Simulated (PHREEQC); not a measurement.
**Alkaline etch or developer: speciation**

A solution holds 20 mmol/kgw LiOH, 0.00034 mmol/kgw H4SiO4 and 0.215 mmol/kgw K2CO3, at 67 °C. Closed to the air; pH follows from the charge balance.

Model: ion-association model, phreeqc.dat, run in PHREEQC.

No solid was allowed to form.

Problem. Estimate the pH, specific conductance.

Solution. pH 11.09; specific conductance 9130 µS/cm.

Problem. In which forms is C present?

Solution. CO3-2 93 %, HCO3- 6.6 % of the C.

Species that the database lacks are ignored. Away from 25 °C the constants follow the database's enthalpies or fits; those with neither stay at their 25 °C values.
